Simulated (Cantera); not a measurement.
Input (Python, Cantera):

```python
import numpy as np
import cantera as ct

gas = ct.Solution("h2o2.yaml")
gas.TPX = 975, 500000, {'H2': 1, 'O2': 0.227, 'N2': 0.855}
reactor = ct.IdealGasReactor(gas, energy="on", clone=False)
net = ct.ReactorNet([reactor])
net.rtol, net.atol = 1e-08, 1e-16
show = ['H2', 'O2', 'H2O2', 'H2O', 'H', 'HO2']
times = np.geomspace(3e-06, 4, 14)

steps = ct.SolutionArray(gas, extra=["t"])
rows = []
print(f"{'t/s':>10s}{'T/K':>9s}{'P/Pa':>11s}" + "".join(f"{s:>11s}" for s in show))
for t in times:
    while net.time < t:
        t_next = net.step()
        steps.append(gas.state, t=t_next)
    rows.append([np.interp(t, steps.t, y) for y in (steps.T, steps.P, *steps(*show).X.T)])
    print(f"{t:10.3e}{rows[-1][0]:9.1f}{rows[-1][1]:11.4g}" + "".join(f"{x:11.3e}" for x in rows[-1][2:]))
rate = np.gradient(steps.T, steps.t)
print("integrator steps:", len(steps.t))
if steps.T.max() > steps.T[0] + 200:
    print(f"time of steepest temperature rise: {steps.t[rate.argmax()]:.4e} s")
gas.TPX = 975, 500000, {'H2': 1, 'O2': 0.227, 'N2': 0.855}
gas.equilibrate("UV")
print(f"equilibrium (UV): T = {gas.T:.1f} K  " + "  ".join(f"{s} {gas[s].X[0]:.3e}" for s in show))
```

Result:

```
       t/s      T/K       P/Pa         H2         O2       H2O2        H2O          H        HO2
 3.000e-06    975.0      5e+05  4.803e-01  1.090e-01  1.082e-12  5.833e-11  4.680e-11  5.760e-10
 8.877e-06    975.0      5e+05  4.803e-01  1.090e-01  1.062e-11  2.072e-10  4.789e-11  1.834e-09
 2.627e-05    975.0      5e+05  4.803e-01  1.090e-01  9.823e-11  6.643e-10  5.042e-11  5.574e-09
 7.773e-05    975.0      5e+05  4.803e-01  1.090e-01  8.666e-10  2.169e-09  5.817e-11  1.679e-08
 2.300e-04    975.0      5e+05  4.803e-01  1.090e-01  7.709e-09  8.276e-09  8.361e-11  5.161e-08
 6.806e-04    975.0      5e+05  4.803e-01  1.090e-01  7.078e-08  4.949e-08  1.872e-10  1.769e-07
 2.014e-03    975.0      5e+05  4.803e-01  1.090e-01  8.810e-07  7.272e-07  1.017e-09  1.038e-06
 5.959e-03    975.7  5.003e+05  4.802e-01  1.090e-01  3.760e-05  5.086e-05  2.222e-08  1.456e-05
 1.763e-02   2821.3    1.3e+06  2.870e-01  3.029e-05  6.185e-08  2.394e-01  1.320e-02  1.159e-07
 5.218e-02   2821.3    1.3e+06  2.870e-01  3.029e-05  6.185e-08  2.394e-01  1.320e-02  1.159e-07
 1.544e-01   2821.3    1.3e+06  2.870e-01  3.029e-05  6.185e-08  2.394e-01  1.320e-02  1.159e-07
 4.568e-01   2821.3    1.3e+06  2.870e-01  3.029e-05  6.185e-08  2.394e-01  1.320e-02  1.159e-07
 1.352e+00   2821.3    1.3e+06  2.870e-01  3.029e-05  6.185e-08  2.394e-01  1.320e-02  1.159e-07
 4.000e+00   2821.3    1.3e+06  2.870e-01  3.029e-05  6.185e-08  2.394e-01  1.320e-02  1.159e-07
integrator steps: 1726
time of steepest temperature rise: 1.4533e-02 s
equilibrium (UV): T = 2821.3 K  H2 2.870e-01  O2 3.029e-05  H2O2 6.185e-08  H2O 2.394e-01  H 1.320e-02  HO2 1.159e-07
```

Cantera simulation using the H2/O2 subset of GRI-Mech 3.0, which has no nitrogen chemistry; the numbers are that mechanism's predictions, not measurements. The hydrogen kinetics of GRI-Mech 3.0 are dated; newer H2 mechanisms differ, most at raised pressure.
